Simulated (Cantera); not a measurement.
Input: 1 mol PbO, 0.6 mol O2, 0.78 mol N2.

These are equilibrium values from Cantera (NASA tables, ideal gas, pure condensed phases), not measurements of a reactor. Candidate condensed phases: Pb, PbO, PbO2, Pb3O4; 12 gas species. Equilibrium is a limit: real reactors are often held back by kinetics, nucleation or transport.

Q: What condenses at these points (T in K, P in Pa): (475, 32000); (1275, 3200); (875, 3200); (575, 320000); (1375, 100000); (1575, 1000); (475, 320000); (1475, 1000)?

A: 
```
T (K)  P in Pa  condensed phases  Pb condensed (%)
-----  -------  ----------------  ----------------
475      32000      PbO2 + Pb3O4             100.0
1275      3200               PbO              98.7
875       3200               PbO             100.0
575     320000             Pb3O4             100.0
1375    100000               PbO              99.8
1575      1000          gas only               0.0
475     320000              PbO2             100.0
1475      1000          gas only               0.0
```
